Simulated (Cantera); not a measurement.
# Equilibrium for nitride etching: BN + O2 + N2

Input: 1 mol BN, 15 mol O2, 5.9 mol N2, held at 1623 K and 750 Torr.

Equilibrium computed with Cantera from the NASA thermochemical tables; the gas is ideal and each condensed phase is pure. Candidate condensed phases: B, BN, B2O3; 17 gas species. Equilibrium is a limit: real reactors are often held back by kinetics, nucleation or transport.

The x(O2) is 0.689, the x(N2) comes out as 0.309 and the x(NO) is 0.00242. The x(B2O3) comes out as 0.000220 and the x(BO2) is 7.24e-5. The x(NO2) is 1.67e-5, the x(O) comes out as 1.58e-5 and the n(B2O3(l)) is 0.495 mol. The gas amount is 20.66 mol and the log10 activity of B(s) (absent) is -14.14.
